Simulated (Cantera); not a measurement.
Source: NASA polynomial tables (part measured, part estimated), evaluated in Cantera. Values are per mole of reaction as written; species without (g) are pure solids or liquids, kept so even where they would boil at 1 bar. TaC: taken at fixed stoichiometry.

3 C3H8(g) + Ta → TaC + 8 CH3(g)

```tsv
T (K)	ΔH° (kJ)	ΔS° (J/K)	ΔG° (kJ)	log10 K
625	1362.4	785.1	871.7	-72.85
700	1362.9	785.8	812.8	-60.65
775	1362.5	785.3	753.9	-50.81
850	1361.5	784.1	695.0	-42.71
925	1360.0	782.4	636.3	-35.93
1000	1358.0	780.3	577.7	-30.17
1075	___	___	___	___
1150	___	___	___	___
1225	1350.3	773.4	402.9	-17.18
1300	1347.3	771.1	344.9	-13.86
1375	1344.2	768.8	287.2	-10.91
```

**Question.** What belongs in the gaps?

**Answer.** 
- 1075, ΔH° (kJ): 1355.6
- 1075, ΔS° (J/K): 778.1
- 1075, ΔG° (kJ): 519.2
- 1075, log10 K: -25.23
- 1150, ΔH° (kJ): 1353.1
- 1150, ΔS° (J/K): 775.8
- 1150, ΔG° (kJ): 460.9
- 1150, log10 K: -20.94
